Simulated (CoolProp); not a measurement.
Properties of ethanol at several states (Tc = 514.7 K, pc = 6.268 MPa, ω = 0.644).

Computed with CoolProp (reference Helmholtz-energy equation of state, Schroeder 2014).

```csv
T (K),p (MPa),phase,speed of sound (m/s),fugacity coefficient
491.9,7.41,liquid,___,___
257.7,0.0111,liquid,___,0.04519
559.2,20.1,supercritical,423.9,___
273.3,17.5,liquid,1326,0.0001429
412,0.278,gas,___,0.9607
```

Problem. Some entries are withheld; supply them.

Solution. 
- 491.9, speed of sound (m/s): 448.8
- 491.9, fugacity coefficient: 0.4547
- 257.7, speed of sound (m/s): 1286
- 559.2, fugacity coefficient: 0.4459
- 412, speed of sound (m/s): 279.5
